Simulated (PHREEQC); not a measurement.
KOH is added in steps, without added water, to 1 kg of water holding 58 mmol/kgw H2SO4, 0.32 mmol/kgw CaCl2 and 100 mmol/kgw MgCl2, at 25 °C. Oxygen is held at 0.21 atm. The system is closed to CO2. Only these solids could form: Gypsum, Brucite, Portlandite, Epsomite.

Base run: PHREEQC, ion-association model, wateq4f.dat. Each further column changes one thing. The table gives Mg+2 (mol/kgw).

| KOH added (mol) | base | Debye-Hückel limiting law | database pitzer.dat | metal-ligand complexes left out |
|---|---|---|---|---|
| 0 | 0.0834 | 0.0981 | 0.100 | 0.100 |
| 0.0495 | 0.0795 | … | 0.0999 | 0.0999 |
| 0.09075 | 0.0750 | … | 0.0998 | 0.0998 |
| 0.1403 | 0.0618 | 0.0857 | 0.0877 | 0.0876 |
| 0.1898 | 0.0429 | 0.0613 | 0.0630 | … |
| 0.2392 | 0.0250 | 0.0371 | 0.0383 | … |
| 0.2805 | 0.0112 | … | 0.0177 | 0.0177 |
| 0.33 | 2.65e-7 | … | 7.52e-7 | 2.77e-7 |

Q: What belongs in the gaps?

A: 
- 0.0495, Debye-Hückel limiting law: 0.0980
- 0.09075, Debye-Hückel limiting law: 0.0978
- 0.1898, metal-ligand complexes left out: 0.0629
- 0.2392, metal-ligand complexes left out: 0.0382
- 0.2805, Debye-Hückel limiting law: 0.0171
- 0.33, Debye-Hückel limiting law: 2.66e-6

 pitzer.dat has no redox and few complexes: it carries them in its interaction parameters. Solids allowed in the column 'database pitzer.dat': Arcanite, Bischofite, Brucite, Carnallite, Epsomite, Gypsum, Anhydrite, Hexahydrite, Kainite, Kieserite, Leonite, Misenite, Polyhalite, Portlandite, Schoenite, Sylvite, Syngenite, MgCl2_4H2O.
